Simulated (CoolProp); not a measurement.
n-perfluorobutane along the isotherm 148.85 °C: density (kg/m³) from the reference equation and from simpler models built on Tc = 113.2 °C, pc = 2.322 MPa, ω = 0.372; each cubic takes its own stable root.

Values from CoolProp's reference Helmholtz-energy equation of state, Gao 2022.

```json
[
 {"p (MPa)": "0.0316", "phase": "gas", "reference": "2.151", "ideal gas": "2.144", "Redlich-Kwong": "2.151", "Soave-Redlich-Kwong": "2.151"},
 {"p (MPa)": "0.0464", "phase": "gas", "reference": "3.163", "ideal gas": "3.148", "Redlich-Kwong": "3.164", "Soave-Redlich-Kwong": "3.163"},
 {"p (MPa)": "0.0681", "phase": "gas", "reference": "4.652", "ideal gas": "4.620", "Redlich-Kwong": "4.656", "Soave-Redlich-Kwong": "4.654"},
 {"p (MPa)": "0.1", "phase": "gas", "reference": "6.853", "ideal gas": "6.784", "Redlich-Kwong": "6.862", "Soave-Redlich-Kwong": "6.857"},
 {"p (MPa)": "0.147", "phase": "gas", "reference": "10.12", "ideal gas": "9.972", "Redlich-Kwong": "10.14", "Soave-Redlich-Kwong": "10.13"},
 {"p (MPa)": "0.215", "phase": "gas", "reference": "14.91", "ideal gas": "14.59", "Redlich-Kwong": "14.95", "Soave-Redlich-Kwong": "14.93"},
 {"p (MPa)": "0.316", "phase": "gas", "reference": "22.16", "ideal gas": "21.44", "Redlich-Kwong": "22.25", "Soave-Redlich-Kwong": "22.19"},
 {"p (MPa)": "0.464", "phase": "gas", "reference": "33.08", "ideal gas": "31.48", "Redlich-Kwong": "33.28", "Soave-Redlich-Kwong": "33.15"},
 {"p (MPa)": "0.681", "phase": "gas", "reference": "49.82", "ideal gas": "46.20", "Redlich-Kwong": "50.25", "Soave-Redlich-Kwong": "49.93"},
 {"p (MPa)": "1", "phase": "gas", "reference": "76.20", "ideal gas": "67.84", "Redlich-Kwong": "77.20", "Soave-Redlich-Kwong": "76.39"},
 {"p (MPa)": "1.47", "phase": "gas", "reference": "120.0", "ideal gas": "99.72", "Redlich-Kwong": "122.4", "Soave-Redlich-Kwong": "120.1"},
 {"p (MPa)": "2.15", "phase": "gas", "reference": "198.5", "ideal gas": "145.9", "Redlich-Kwong": "205.3", "Soave-Redlich-Kwong": "197.2"},
 {"p (MPa)": "3.16", "phase": "supercritical", "reference": "377.8", "ideal gas": "214.4", "Redlich-Kwong": "413.8", "Soave-Redlich-Kwong": "363.9"},
 {"p (MPa)": "4.64", "phase": "supercritical", "reference": "755.4", "ideal gas": "314.8", "Redlich-Kwong": "746.6", "Soave-Redlich-Kwong": "663.5"},
 {"p (MPa)": "6.81", "phase": "supercritical", "reference": "973.2", "ideal gas": "462.0", "Redlich-Kwong": "925.8", "Soave-Redlich-Kwong": "871.0"},
 {"p (MPa)": "10", "phase": "supercritical", "reference": "1097", "ideal gas": "678.4", "Redlich-Kwong": "1060", "Soave-Redlich-Kwong": "1021"}
]
```
